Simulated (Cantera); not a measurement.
Charge: 1 mol Si, 3.4 mol H2, 5.6 mol HCl, held at 8250 Torr.

Equilibrium computed with Cantera from the NASA thermochemical tables; the gas is ideal and each condensed phase is pure. Candidate condensed phases: Si; 19 gas species. The numbers say what is thermodynamically allowed, not how fast it happens.

Question: At 625 °C, list the 4 most abundant gas species with their mole fractions, and the condensed phases.

Answer: H2 0.674, HCl 0.201, SiCl4 0.124, SiHCl3 0.00115. Condensed: gas only.
